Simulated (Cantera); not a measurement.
A closed system holds: 1 mol SiO₂, 1.1 mol HF, 10 mol H₂, equilibrated at 1048 K and 7.90 Pa.

These are equilibrium values from Cantera (NASA tables, ideal gas, pure condensed phases), not measurements of a reactor. Rates play no part.

| species | before | after |
|---|---|---|
| H₂ | 0.902 | 0.887 |
| HF | 0.0930 | 0.0983 |
| H₂O | 0.00310 | 0.00627 |
| SiO | <1e-9 | 0.00624 |
| H | 8.26e-7 | 0.00251 |
| SiF₄ | 0.00155 | 9.44e-6 |
| SiO₂(β-quartz), mol | 0.983 | 0.930 |
Gas species are given as mole fractions.

**Question.** Which change was made?
(A) H₂ from 10 to 0.97 mol
(B) H₂ from 10 to 1.9 mol
(C) temperature from 1048 K to 1623 K
(D) temperature from 1048 K to 1525 K

**Answer.** D, temperature from 1048 K to 1525 K. The tables hold silica as quartz up to 1696 K and as liquid above; real silica turns to tridymite and cristobalite and melts near 1996 K
